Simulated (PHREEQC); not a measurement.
## Arsenic or selenium liquor: an equilibrium model

Make-up at 80 °C: 0.0024 mol Na2HAsO4 per kg of water. Closed to the air; pH follows from the charge balance.

Model: ion-association model, wateq4f.dat, run in PHREEQC.

No solid was allowed to form.

Problem. Estimate the pH.

Solution. pH 8.42.

Problem. In which forms is As present?

Solution. HAsO4-2 96 %, H2AsO4- 3.2 % of the As.

Away from 25 °C the constants follow the database's enthalpies or fits; those with neither stay at their 25 °C values.
